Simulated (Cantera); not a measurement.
**Thermodynamics of chemical vapour transport, feed AlN + HCl + N₂**

A closed system holds: 1 mol AlN, 0.45 mol HCl, 0.039 mol N₂, at 2180 Torr.

These are equilibrium values from Cantera (NASA tables, ideal gas, pure condensed phases), not measurements of a reactor. Candidate condensed phases: Al, AlCl₃, AlN, NH₄Cl; 20 gas species. The tables' values for AlCl₂ are old estimates; treat these amounts as uncertain. Kinetics and transport are ignored.

```tsv
T (K)	x H₂	x AlCl₃	x N₂	x HCl	x Al₂Cl₆	x AlCl₂	x NH₃	n AlN(s)
775	0.448	0.0800	0.238	0.122	0.110	1.08e-10	0.00164	0.868
875	0.418	0.164	0.224	0.137	0.0573	7.67e-9	0.000552	0.871
975	0.401	0.225	0.215	0.138	0.0209	1.89e-7	0.000235	0.872
1075	0.396	0.250	0.212	0.134	0.00692	2.28e-6	0.000122	0.872
1175	0.396	0.259	0.212	0.130	0.00253	1.73e-5	7.17e-5	0.871
1275	0.398	0.263	0.212	0.126	0.00106	9.36e-5	4.60e-5	0.870
1375	0.399	0.265	0.213	0.122	0.000508	0.000393	3.15e-5	0.870
1475	0.400	0.265	0.213	0.120	0.000269	0.00135	2.27e-5	0.869
1575	0.401	0.264	0.214	0.117	0.000154	0.00392	1.70e-5	0.868
1675	0.400	0.259	0.215	0.114	9.20e-5	0.00991	1.31e-5	0.867
```
x: gas mole fraction; n: condensed amount in mol.

From 775 K to 1675 K the condensed part is AlN(s). The main Al-bearing gas is Al₂Cl₆ at 775 K and AlCl₃ at 1675 K.
